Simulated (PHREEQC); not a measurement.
A solution holds 0.052 mol NaBr, 0.00066 mol NH4HF2 and 0.12 mol HF per kg of water, at 48 °C. Closed to the air; pH follows from the charge balance.

Computed with PHREEQC (ion-association model, wateq4f.dat).

No solid was allowed to form.

Q: Predict the pH, ionic strength.

A: pH 2.13; ionic strength 0.0614 mol/kgw.

Q: In which forms is F present?

A: HF 75 %, H2F2 15 %, F- 5.6 %, HF2- 4.4 % of the F.

Species that the database lacks are ignored. wateq4f.dat counts part of the HF as a dimer, H2F2, which phreeqc.dat doesn't know; its constant is uncertain. Away from 25 °C the constants follow the database's enthalpies or fits; those with neither stay at their 25 °C values.
